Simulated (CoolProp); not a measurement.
Computed with CoolProp (reference Helmholtz-energy equation of state, Thol 2016).

For hexamethyldisiloxane (MM), give the phase and the cv (kJ/(kg K)) at 274.65 °C and 0.0487 MPa; -53.45 °C and 0.371 MPa; 119.25 °C and 3.84 MPa.


- 274.65 °C and 0.0487 MPa: gas; cv 2.07
- -53.45 °C and 0.371 MPa: liquid; cv 1.39
- 119.25 °C and 3.84 MPa: liquid; cv 1.78
